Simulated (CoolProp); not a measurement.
Vapour-liquid equilibrium of n-perfluoropentane (1) + n-pentane (2) at 352.9 K; x and y are mole fractions of (1).

Computed with CoolProp (multi-fluid Helmholtz-energy mixture model, Gao 2022 and Thol 2019; pair parameters Bell 2016).

### Question
Give the bubble pressure and the first vapour's composition at x = 0.55, 0.75, 0.95. Is there an azeotrope?

### Answer
x = 0.55: 0.6194 MPa, y = 0.543; x = 0.75: 0.5968 MPa, y = 0.655; x = 0.95: 0.5082 MPa, y = 0.899. y crosses x between x = 0.45 and 0.55: the model has an azeotrope there.

Pair parameters are fitted to limited data, so mixtures are less certain than the pure fluids. With so large a gap from Raoult's law the liquid may split in two, which this calculation doesn't test in full.
